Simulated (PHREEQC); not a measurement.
A PHREEQC speciation (ion-association model, phreeqc.dat) at 63 °C gives pH 5.11 and these molalities:

```
species      mol/kgw
----------  --------
Zn+2          0.0667
ZnSO4         0.0563
SO4-2         0.0501
Zn(SO4)2-2    0.0169
MnSO4       0.000257
Mn+2        0.000243
K+          0.000192
Cl-         0.000184
ZnOH+        4.18e-5
ZnCl+        3.58e-5
HSO4-        3.19e-5
KSO4-        2.75e-5
H+           9.93e-6
MnCl+        4.85e-8
OH-          2.21e-8
```

Q: What are the element totals, and what could have been dissolved in 1 kg of water to give them?

A: One answer among several that fit: totals Cl 0.000220, K 0.000220, Mn(2) 0.000500, S(6) 0.141, Zn 0.140 mol/kgw, from 0.14 mol/kgw ZnSO4, 0.00022 mol/kgw KCl and 0.0005 mol/kgw MnSO4.

Precipitation was switched off in this run. Constants without temperature data keep their 25 °C values here.
